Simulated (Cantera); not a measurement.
Input (Python, Cantera) and output of one run.

```python
import numpy as np
import cantera as ct

gas_names = [...]  # 110 gases of nasa_gas.yaml made of C, H, O
cond_names = """
    C(gr) C6H6(L) C7H8(L) C8H18(L),n-octa H2O(s) H2O(L)
""".split()


# ... load() reads the species with a 1 bar reference pressure and builds the phases ...
atoms = {
    'n-butane': {'C': 4, 'H': 10},
    'CO2': {'C': 1, 'O': 2},
    'H2': {'H': 2},
    'O2': {'O': 2},
}
top_T = {'C(gr)': 4500}  # K; cautious upper limits of use, not melting points


# ... equilibrate(T, P, feed) seeds the gas with the atoms and calls Mixture.equilibrate('TP', solver="vcs", rtol=1e-11, max_steps=5000) ...
results = []
feed = {'n-butane': 1, 'CO2': 0.31, 'H2': 1.3, 'O2': 0.039}  # mol
P = 40  # Pa
for T in [1673, 1773, 1873, 1973, 2073, 2173, 2273, 2373, 2473, 2573, 2673, 2773, 2873]:
    mix = equilibrate(T, P, feed)
    results.append((T, P, feed, dict(zip(mix.species_names, mix.species_moles))))

top = {s: max(r[3][s] / sum(r[3][g] for g in gas_names) for r in results) for s in gas_names}
cols = sorted((s for s in top if top[s] > 0.001), key=lambda s: -top[s])[:7]
seen = [c for c in cond_names if any(r[3].get(c, 0) > 1e-12 for r in results)]
print("log10 of partial pressures in bar; condensed amounts in mol")
print(f"{'T/K':>10s}" + "".join(f"{s[:9]:>10s}" for s in cols + seen))
for T, P, feed, n in results:
    ng = sum(n[g] for g in gas_names)
    print(f"{T:10.4g}" + "".join(f"{np.log10(max(n[s] / ng * P / 1e5, 1e-99)):10.3f}" for s in cols)
          + "".join(f"{n.get(c, 0):10.4g}" for c in seen))
```

It prints:

```
log10 of partial pressures in bar; condensed amounts in mol
       T/K        H2         H        CO        C3         C        C2       C2H     C(gr)
      1673    -3.446    -5.667    -4.400   -14.758   -14.178   -15.847   -12.221     3.611
      1773    -3.450    -5.271    -4.402   -13.305   -12.914   -14.390   -11.233      3.61
      1873    -3.458    -4.919    -4.406   -12.011   -11.786   -13.091   -10.353     3.608
      1973    -3.473    -4.606    -4.413   -10.850   -10.773   -11.925    -9.568     3.604
      2073    -3.501    -4.331    -4.425    -9.804    -9.858   -10.872    -8.866     3.598
      2173    -3.549    -4.091    -4.445    -8.857    -9.027    -9.918    -8.241     3.587
      2273    -3.626    -3.889    -4.476    -7.996    -8.270    -9.050    -7.688     3.573
      2373    -3.743    -3.727    -4.515    -7.209    -7.578    -8.255    -7.205     3.553
      2473    -3.909    -3.606    -4.561    -6.488    -6.942    -7.526    -6.791     3.514
      2573    -4.127    -3.527    -4.604    -5.825    -6.355    -6.854    -6.442     3.382
      2673    -4.391    -3.486    -4.643    -5.213    -5.813    -6.234    -6.151      2.86
      2773    -4.710    -3.484    -4.689    -4.646    -5.311    -5.659    -5.919    0.8249
      2873    -5.009    -3.483    -4.712    -4.577    -4.995    -5.429    -6.008         0
```

Cantera equilibrium calculation (NASA polynomials, part measured and part estimated; ideal gas, pure solids and liquids).
